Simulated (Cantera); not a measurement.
An adiabatic, constant-volume homogeneous reactor starts with 8.70 % CH4, 1.74 % CO, 18.8 % O2, 70.8 % N2, at 1125 K and 100000 Pa.

Computed with Cantera and GRI-Mech 3.0 (53 species, 325 reactions).

x: mole fraction; the columns are a selection and need not sum to one.

```json
[
 {"t (s)": "5.00e-6", "T (K)": "1125", "P (bar)": "1.00", "x CH4": "0.0870", "x CO": "0.0174", "x O2": "0.188", "x H": "2.40e-12", "x NO": "<1e-12"},
 {"t (s)": "1.27e-5", "T (K)": "1125", "P (bar)": "1.00", "x CH4": "0.0870", "x CO": "0.0174", "x O2": "0.188", "x H": "2.97e-12", "x NO": "<1e-12"},
 {"t (s)": "3.23e-5", "T (K)": "1125", "P (bar)": "1.00", "x CH4": "0.0870", "x CO": "0.0174", "x O2": "0.188", "x H": "3.68e-12", "x NO": "<1e-12"},
 {"t (s)": "8.22e-5", "T (K)": "1125", "P (bar)": "1.00", "x CH4": "0.0870", "x CO": "0.0174", "x O2": "0.188", "x H": "5.57e-12", "x NO": "<1e-12"},
 {"t (s)": "0.000209", "T (K)": "1125", "P (bar)": "1.00", "x CH4": "0.0870", "x CO": "0.0174", "x O2": "0.188", "x H": "1.10e-11", "x NO": "<1e-12"},
 {"t (s)": "0.000531", "T (K)": "1125", "P (bar)": "1.00", "x CH4": "0.0870", "x CO": "0.0174", "x O2": "0.188", "x H": "2.83e-11", "x NO": "<1e-12"},
 {"t (s)": "0.00135", "T (K)": "1125", "P (bar)": "1.00", "x CH4": "0.0870", "x CO": "0.0174", "x O2": "0.188", "x H": "9.20e-11", "x NO": "<1e-12"},
 {"t (s)": "0.00343", "T (K)": "1125", "P (bar)": "1.00", "x CH4": "0.0870", "x CO": "0.0174", "x O2": "0.188", "x H": "3.04e-10", "x NO": "<1e-12"},
 {"t (s)": "0.00873", "T (K)": "1125", "P (bar)": "1.00", "x CH4": "0.0869", "x CO": "0.0174", "x O2": "0.188", "x H": "6.03e-10", "x NO": "<1e-12"},
 {"t (s)": "0.0222", "T (K)": "1126", "P (bar)": "1.00", "x CH4": "0.0869", "x CO": "0.0174", "x O2": "0.188", "x H": "?", "x NO": "<1e-12"},
 {"t (s)": "0.0565", "T (K)": "1127", "P (bar)": "1.00", "x CH4": "0.0866", "x CO": "0.0174", "x O2": "0.188", "x H": "?", "x NO": "<1e-12"},
 {"t (s)": "0.144", "T (K)": "1160", "P (bar)": "1.03", "x CH4": "0.0828", "x CO": "0.0183", "x O2": "0.184", "x H": "?", "x NO": "<1e-12"},
 {"t (s)": "0.365", "T (K)": "2790", "P (bar)": "2.55", "x CH4": "<1e-12", "x CO": "0.0394", "x O2": "0.0207", "x H": "0.00572", "x NO": "0.0106"},
 {"t (s)": "0.928", "T (K)": "2790", "P (bar)": "2.55", "x CH4": "<1e-12", "x CO": "0.0394", "x O2": "0.0207", "x H": "0.00572", "x NO": "0.0106"},
 {"t (s)": "2.36", "T (K)": "2790", "P (bar)": "2.55", "x CH4": "<1e-12", "x CO": "0.0394", "x O2": "0.0207", "x H": "0.00572", "x NO": "0.0106"},
 {"t (s)": "6.00", "T (K)": "2790", "P (bar)": "2.55", "x CH4": "<1e-12", "x CO": "0.0394", "x O2": "0.0207", "x H": "0.00572", "x NO": "0.0106"}
]
```

**Question.** Fill in the missing entries.

**Answer.** 
- 0.0222, x H: 1.01e-9
- 0.0565, x H: 2.91e-9
- 0.144, x H: 8.94e-8
